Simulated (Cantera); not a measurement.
Input: 1 mol SiH₂Cl₂, 0.16 mol NH₃, 16 mol H₂, equilibrated at 0.360 bar.

These are equilibrium values from Cantera (NASA tables, ideal gas, pure condensed phases), not measurements of a reactor. Candidate condensed phases: NH₄Cl, Si, Si₃N₄; 28 gas species. Mutual solubility and eutectic melting of coexisting phases are not modelled. Kinetics and transport are ignored.

Task: What share of the Si ends up in condensed phases as a function of T (K), at 948, 998, 1048, 1098, 1148, 1198, 1248, 1298, 1348, 1398, 1448, 1498, 1548?

Result: 
| T (K) | Si condensed (%) | as |
|---|---|---|
| 948 | 46.5 | Si(s) + Si₃N₄(s) |
| 998 | 48.1 | Si(s) + Si₃N₄(s) |
| 1048 | 50.1 | Si(s) + Si₃N₄(s) |
| 1098 | 52.5 | Si(s) + Si₃N₄(s) |
| 1148 | 55.2 | Si(s) + Si₃N₄(s) |
| 1198 | 57.9 | Si(s) + Si₃N₄(s) |
| 1248 | 60.4 | Si(s) + Si₃N₄(s) |
| 1298 | 62.4 | Si(s) + Si₃N₄(s) |
| 1348 | 63.8 | Si(s) + Si₃N₄(s) |
| 1398 | 64.5 | Si(s) + Si₃N₄(s) |
| 1448 | 64.8 | Si(s) + Si₃N₄(s) |
| 1498 | 64.8 | Si(s) + Si₃N₄(s) |
| 1548 | 64.6 | Si(s) + Si₃N₄(s) |
